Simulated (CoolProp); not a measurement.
Properties of R507A along the isotherm 388.4 K.

Computed with CoolProp (reference Helmholtz-energy equation of state, Lemmon 2003). It is a pseudo-pure fit of the blend.

```csv
p (MPa),phase,speed of sound (m/s),fugacity coefficient
1.16,gas,177.3,0.9277
2.32,gas,165.3,0.8584
3.47,gas,153.1,0.7924
4.63,supercritical,141.5,0.7286
5.79,supercritical,134.0,0.6679
6.95,supercritical,137.8,0.6117
8.1,supercritical,156.9,0.5633
9.26,supercritical,182.3,0.5230
10.4,supercritical,206.4,0.4908
11.6,supercritical,229.5,0.4633
12.7,supercritical,248.7,0.4426
13.9,supercritical,267.9,0.4239
15.1,supercritical,285.6,0.4084
16.2,supercritical,300.7,0.3965
17.4,supercritical,316.2,0.3855
18.5,supercritical,329.5,0.3770
```
